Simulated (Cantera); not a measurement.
# Ignition delay

Mixture: 10.4 % CH4, 18.8 % O2, 70.8 % N2, equivalence ratio 1.1, at 0.849 atm, adiabatic and at constant volume. Ignition delay is the time to a rise of 400 K.

Cantera simulation using GRI-Mech 3.0 (53 species, 325 reactions); the numbers are that mechanism's predictions, not measurements.

```json
[
 {"T0 (K)": "1023", "delay (ms)": "884"},
 {"T0 (K)": "1098", "delay (ms)": "250"},
 {"T0 (K)": "1173", "delay (ms)": "77.8"},
 {"T0 (K)": "1248", "delay (ms)": "26.5"},
 {"T0 (K)": "1323", "delay (ms)": "9.79"},
 {"T0 (K)": "1398", "delay (ms)": "3.91"},
 {"T0 (K)": "1473", "delay (ms)": "1.70"}
]
```

```json
{
 "apparent activation energy between 1323 and 1473 K": "190 kJ/mol"
}
```
